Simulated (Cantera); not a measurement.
A perfectly stirred reactor is fed with H₂ : O₂ : N₂ = 0.027 : 1 : 0.2 (molar parts), equivalence ratio 0.013, at 0.00330 bar; it is held at 1325 K, and followed from long to short residence time.

Computed with Cantera and GRI-Mech 3.0 (53 species, 325 reactions). Radical loss at walls, strong at low pressure, is not modelled.

x: mole fraction; the columns are a selection and need not sum to one.

| τ (s) | x H₂ | x O₂ | x NO | x H | x H₂O₂ |
|---|---|---|---|---|---|
| 13 | 6.48e-5 | 0.808 | … | 0.000223 | 5.42e-9 |
| 4.7 | 0.000109 | 0.805 | … | 0.000485 | 6.36e-9 |
| 1.8 | 0.000164 | 0.802 | … | 0.000857 | 7.01e-9 |
| 0.66 | 0.000235 | 0.799 | … | 0.00127 | 7.49e-9 |
| 0.25 | 0.000340 | 0.797 | … | 0.00157 | 7.98e-9 |
| 0.093 | 0.000567 | 0.796 | … | 0.00180 | 8.87e-9 |
| 0.035 | 0.00111 | 0.796 | … | 0.00201 | 1.07e-8 |
| 0.013 | 0.00243 | 0.798 | … | 0.00222 | 1.38e-8 |
| 0.0049 | 0.00539 | 0.801 | 3.48e-10 | 0.00219 | 1.70e-8 |
| 0.0018 | 0.0120 | 0.806 | 4.64e-11 | 0.00144 | 1.42e-8 |

**Question.** Fill in the missing entries.

**Answer.** 
- 13, x NO: 7.75e-8
- 4.7, x NO: 7.09e-8
- 1.8, x NO: 5.89e-8
- 0.66, x NO: 3.79e-8
- 0.25, x NO: 1.94e-8
- 0.093, x NO: 8.33e-9
- 0.035, x NO: 3.32e-9
- 0.013, x NO: 1.20e-9
